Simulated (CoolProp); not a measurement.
Vapour-liquid equilibrium of cyclohexane (1) + n-nonane (2) at 405.3 K; x and y are mole fractions of (1).

The numbers come from the multi-fluid Helmholtz-energy mixture model, Zhou 2014 and Lemmon 2006; pair parameters Bell 2016 in CoolProp.

```
x     bubble pressure, mixture model (kPa)  bubble pressure, Raoult's law (kPa)  y, mixture model  y, Raoult's law
----  ------------------------------------  -----------------------------------  ----------------  ---------------
0.05                                 75.96                                76.22             0.238            0.249
0.15                                 105.9                                108.2             0.501            0.527
0.25                                 135.1                                140.2             0.647            0.678
0.35                                     …                                172.2             0.743            0.773
0.45                                 194.4                                204.2             0.813            0.838
0.55                                     …                                236.2             0.866            0.885
0.65                                     …                                268.2                 …            0.921
0.75                                 292.1                                300.2             0.942            0.950
0.85                                 327.0                                332.2             0.969            0.973
0.95                                 362.5                                364.2                 …            0.992
```

Q: Complete the blanks.

A: 
- 0.35, bubble pressure, mixture model (kPa): 164.3
- 0.55, bubble pressure, mixture model (kPa): 225.6
- 0.65, bubble pressure, mixture model (kPa): 258.2
- 0.65, y, mixture model: 0.908
- 0.95, y, mixture model: 0.991

The largest gap from Raoult's law is -4.8 % in bubble pressure, at x = 0.45. No azeotrope shows between x = 0.05 and 0.95.

The pair parameters rest on a limited set of measurements; away from them the model extrapolates.
